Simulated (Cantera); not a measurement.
Input: 1 mol SiH4, 0.16 mol N2O, 34 mol H2, held at 10.0 Torr.

Equilibrium computed with Cantera from the NASA thermochemical tables; the gas is ideal and each condensed phase is pure. Candidate condensed phases: H2O, Si, SiO2, Si2N2O, Si3N4; 35 gas species. Mutual solubility and eutectic melting of coexisting phases are not modelled. The numbers say what is thermodynamically allowed, not how fast it happens.

**Question.** What share of the Si ends up in condensed phases as a function of T (K), at 1298, 1348, 1398, 1448, 1498, 1548, 1598, 1648?

**Answer.** 
| T (K) | Si condensed (%) | as |
|---|---|---|
| 1298 | 100.0 | Si(s) + Si2N2O(s) |
| 1348 | 100.0 | Si(s) + Si2N2O(s) |
| 1398 | 99.8 | Si(s) + Si2N2O(s) |
| 1448 | 99.5 | Si(s) + Si2N2O(s) |
| 1498 | 98.3 | Si(s) + Si2N2O(s) |
| 1548 | 95.2 | Si(s) + Si2N2O(s) |
| 1598 | 86.8 | Si(s) + Si2N2O(s) |
| 1648 | 83.9 | Si(s) |
